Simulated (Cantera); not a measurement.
Cantera run:

```python
import numpy as np
import cantera as ct

gas_names = """
    B BH BH2 BH3 BN BO BO2 B2 B2O B2O2 B2O3 B3O3H3 H HBO HBO2 HNO HNO2 HNO3 HO2 H2 H2O H2O2 H3B3O6 N NH
    NH2 NH3 NH2OH NO NO2 NO3 N2 N2H2 N2H4 N2O O OH O2 O3
""".split()
cond_names = """
    B(b) B(L) BN(s) B2O3(L) B3O3H3(cr) H2O(s) H2O(L)
""".split()


# ... load() reads the species with a 1 bar reference pressure and builds the phases ...
atoms = {
    'borazine': {'B': 3, 'N': 3, 'H': 6},
    'O2': {'O': 2},
    'N2': {'N': 2},
}
top_T = {'BN(s)': 3200}  # K; cautious upper limits of use, not melting points


# ... equilibrate(T, P, feed) seeds the gas with the atoms and calls Mixture.equilibrate('TP', solver="vcs", rtol=1e-11, max_steps=5000) ...
results = []
feed = {'borazine': 1, 'O2': 2.7, 'N2': 4.3}  # mol
T = 2148.15  # K
P = 47000  # Pa
mix = equilibrate(T, P, feed)
results.append((T, P, feed, dict(zip(mix.species_names, mix.species_moles))))
print(gas.report(threshold=0.001))
for i in range(1, mix.n_phases):
    print(f"{mix.phase(i).name:16s} {mix.phase_moles(i):12.5e} mol")
```

It prints:

```
       temperature   2148.2 K
          pressure   47000 Pa
           density   0.073253 kg/m^3
  mean mol. weight   27.837 kg/kmol
   phase of matter   gas

                          1 kg             1 kmol
                     ---------------   ---------------
          enthalpy       -2.3379e+06        -6.508e+07  J
   internal energy       -2.9795e+06       -8.2941e+07  J
           entropy             10381        2.8897e+05  J/K
    Gibbs function       -2.4637e+07       -6.8584e+08  J
 heat capacity c_p            1692.1             47104  J/K
 heat capacity c_v            1393.4             38790  J/K

                      mass frac. Y      mole frac. X     chem. pot. / RT
                     ---------------   ---------------   ---------------
                BO         0.0013311         0.0013822           -36.053
              B2O3            0.1894          0.075733           -95.647
                 H        9.6798e-05         0.0026732           -11.055
               HBO         0.0078562          0.007862           -47.108
              HBO2           0.20181           0.12822            -70.65
                H2          0.013977             0.193           -22.111
               H2O          0.018261          0.028218           -45.652
                N2           0.56544           0.56187           -28.516
     [  +31 minor]         0.0018277         0.0010406

B(b)              0.00000e+00 mol
BN(s)             0.00000e+00 mol
B2O3(L)           0.00000e+00 mol
```

Method: chemical equilibrium by Gibbs-energy minimisation in Cantera with the NASA 1993 tables (ideal gas, pure condensed phases). The feed counts by its element totals alone.
